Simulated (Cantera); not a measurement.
Input: 1 mol CaCl2, 0.48 mol H2, 1.2 mol O2, at 802 °C.

Cantera equilibrium calculation (NASA polynomials, part measured and part estimated; ideal gas, pure solids and liquids). Candidate condensed phases: Ca, CaCl2, CaO, Ca(OH)2, H2O; 21 gas species. Mutual solubility and eutectic melting of coexisting phases are not modelled. Condensed phases not in the tables: oxide chlorides. Equilibrium is a limit: real reactors are often held back by kinetics, nucleation or transport.

x: gas mole fraction; n: condensed amount in mol.

```tsv
P (Pa)	x O2	x HCl	x H2O	x CaCl2	x Cl	n CaO(s)	n CaCl2(l)
0.100	0.374	0.373	0.00778	0.190	0.0524	0.531	0
0.460	0.471	0.416	0.0310	0.0591	0.0212	0.442	0.439
2.20	0.539	0.341	0.0999	0.0124	0.00677	0.310	0.668
10	0.590	___	___	___	___	___	___
46	0.626	0.119	0.254	0.000591	0.000718	0.0920	0.907
220	0.647	0.0586	0.294	0.000124	0.000224	0.0437	0.956
1000	0.657	___	0.314	___	___	___	0.979
4600	0.662	0.0134	0.324	5.91e-6	2.30e-5	0.00979	0.990
22000	0.665	0.00619	0.329	1.24e-6	7.13e-6	0.00449	0.996
100000	0.666	0.00292	0.331	2.72e-7	2.29e-6	0.00211	0.998
```

Q: What belongs in the gaps?

A: 
- 10, x HCl: 0.218
- 10, x H2O: 0.186
- 10, x CaCl2: 0.00272
- 10, x Cl: 0.00222
- 10, n CaO(s): 0.180
- 10, n CaCl2(l): 0.816
- 1000, x HCl: 0.0284
- 1000, x CaCl2: 2.72e-5
- 1000, x Cl: 7.22e-5
- 1000, n CaO(s): 0.0209
